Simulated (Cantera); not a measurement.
What does this Cantera script print?

```python
import numpy as np
import cantera as ct

gas = ct.Solution("gri30.yaml")
gas.TPX = 1350, 1000000, {'CO': 0.022, 'O2': 0.0043, 'H2O': 0.063, 'N2': 1, 'CH4': 0.0019}
inlet = ct.Reservoir(gas, clone=True)

reactor = ct.IdealGasConstPressureReactor(gas, energy="off", clone=False)
exhaust = ct.Reservoir(gas, clone=True)
tau = [8.3, 2.1, 0.56, 0.15, 0.038, 0.0098, 0.0026][0]
for a, b in ((inlet, reactor), (reactor, exhaust)):
    ct.MassFlowController(a, b, mdot=lambda t: reactor.mass / tau)
net = ct.ReactorNet([reactor])
show = ['CO', 'O2', 'H2O', 'NO', 'H2O2', 'OH']

rows = []
print(f"{'tau/s':>10s}{'T/K':>9s}" + "".join(f"{s:>11s}" for s in show))
for tau in [8.3, 2.1, 0.56, 0.15, 0.038, 0.0098, 0.0026]:
    net.initial_time = 0.0
    net.advance(30 * tau)
    before = gas.X
    net.advance(40 * tau)
    drift = np.max(np.abs(gas.X - before) / (gas.X + 1e-9))
    rows.append([gas.T, *gas[show].X, drift])
    print(f"{tau:10.3e}{gas.T:9.1f}" + "".join(f"{x:11.3e}" for x in gas[show].X))
```

Result:

```
     tau/s      T/K         CO         O2        H2O         NO       H2O2         OH
 8.300e+00   1350.0  7.253e-03  4.324e-05  5.146e-02  1.133e-10  1.424e-10  1.672e-08
 2.100e+00   1350.0  8.674e-03  9.700e-05  5.266e-02  3.704e-10  4.397e-10  3.299e-08
 5.600e-01   1350.0  1.049e-02  2.010e-04  5.408e-02  9.843e-10  1.213e-09  6.925e-08
 1.500e-01   1350.0  1.256e-02  4.073e-04  5.553e-02  2.054e-09  3.172e-09  1.525e-07
 3.800e-02   1350.0  1.482e-02  8.420e-04  5.682e-02  3.136e-09  8.349e-09  3.479e-07
 9.800e-03   1350.0  1.720e-02  1.757e-03  5.762e-02  2.282e-09  1.926e-08  6.594e-07
 2.600e-03   1350.0  1.980e-02  3.736e-03  5.767e-02  2.350e-11  6.286e-09  2.316e-07
```

Cantera simulation using GRI-Mech 3.0 (53 species, 325 reactions); the numbers are that mechanism's predictions, not measurements.
